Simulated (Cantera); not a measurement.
Charge: 1 mol MgCO3, 1.2 mol C, 0.2 mol O2, equilibrated at 1900 °C.

Cantera equilibrium calculation (NASA polynomials, part measured and part estimated; ideal gas, pure solids and liquids). Candidate condensed phases: C, Mg, MgCO3, MgO; 15 gas species. The numbers say what is thermodynamically allowed, not how fast it happens.

x: gas mole fraction; n: condensed amount in mol.

| P (Pa) | x CO | x Mg | x CO2 | x O | x O2 | n MgO(s) |
|---|---|---|---|---|---|---|
| 10 | 0.430 | 0.280 | 0.189 | 0.0500 | 0.0483 | (withheld) |
| 42 | 0.581 | 0.177 | 0.222 | 0.0103 | 0.00868 | (withheld) |
| 180 | 0.764 | 0.0764 | 0.158 | 0.00130 | 0.000591 | (withheld) |
| 750 | 0.856 | 0.0279 | 0.116 | 0.000205 | 6.11e-5 | 0.937 |
| 3200 | 0.894 | 0.00807 | 0.0982 | 3.90e-5 | 9.42e-6 | 0.982 |
| 13000 | 0.905 | 0.00213 | 0.0928 | 8.97e-6 | 2.02e-6 | 0.995 |
| 56000 | 0.908 | 0.000504 | 0.0914 | 2.04e-6 | 4.51e-7 | 0.999 |
| 240000 | 0.909 | 0.000118 | 0.0910 | 4.74e-7 | 1.04e-7 | 1.000 |
| 1000000 | 0.909 | 2.84e-5 | 0.0909 | 1.14e-7 | 2.50e-8 | 1.000 |

### Question
Complete the blanks.

### Answer

- 10, n MgO(s): 0
- 42, n MgO(s): 0.513
- 180, n MgO(s): 0.817
